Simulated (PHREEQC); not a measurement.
Dissolve 0.0068 mol K2CO3, 0.46 mol KNO3 and 0.025 mol KH2PO4 per kg of water at 25 °C. Closed to the air; pH follows from the charge balance.

Computed with PHREEQC (ion-association model, phreeqc.dat).

This is a speciation only: nothing precipitates in the calculation.

Question: Estimate the pH, specific conductance, density.

Answer: pH 6.39; specific conductance 50200 µS/cm; density 1.028 g/cm³.

Question: In which forms is C present?

Answer: HCO3- 64 %, CO2 36 % of the C.

Species that the database lacks are ignored.
